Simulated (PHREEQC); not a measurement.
A solution holds 22 mmol/kgw HF, 8.9 mmol/kgw (NH4)2SiF6 and 0.044 mmol/kgw HBF4, at 25 °C. Closed to the air; pH follows from the charge balance.

Computed with PHREEQC (ion-association model, phreeqc.dat).

Question: The ionic strength comes out as 0.0309 mol/kgw. What activity coefficients do NH4+, H+, SiF6-2, F-, HF2- get?

Answer: NH4+ 0.84, H+ 0.87, SiF6-2 0.53, F- 0.84, HF2- 0.85.

No solid was allowed to form. Complexes and solids missing from the database can't appear. SiF6-2 is the database's only silicon fluoride. Real BF4- forms and hydrolyses slowly; the run takes it at equilibrium.
